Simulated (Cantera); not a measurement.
An isothermal, constant-pressure homogeneous reactor starts with CH4 : H2O : H2 = 1 : 0.36 : 0.13 (molar parts), at 2000 K and 1.01 bar.

Model: GRI-Mech 3.0 (53 species, 325 reactions), integrated in Cantera. GRI-Mech 3.0 stops at C3 and has no aromatics, soot or wall deposition, so with more carbon than oxygen in the feed, carbon stays in small species such as C2H2 where larger ones or solid carbon would form.

One state of this run: x CH4 = 0.00338; x H2O = 6.53e-6; x H2 = 0.757; x C2H6 = 2.20e-7; x H2O2 = <1e-12; x C2H2 = 0.110. x: mole fraction; the columns are a selection and need not sum to one.

### Question
Which value of t (s) does it belong to?
A. 0.000726
B. 0.0132
C. 0.239
D. 0.00502

### Answer
C, 0.239
